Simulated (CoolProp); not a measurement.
Model: reference Helmholtz-energy equation of state, Tillner-Roth 1997, in CoolProp.

Q: For CH2F2 (R32), give the phase and the speed of sound (m/s), Joule-Thomson coefficient (K/MPa), expansivity (1/kK), conductivity (mW/(m K)) at -117.95 °C and 0.0232 MPa.

A: 
- -117.95 °C and 0.0232 MPa: liquid; speed of sound 1320, Joule-Thomson coefficient -0.334, expansivity 1.77, conductivity 234

Thermal conductivity comes from a separate model (Huber 2003), an estimate that may be off by 10 % or more.
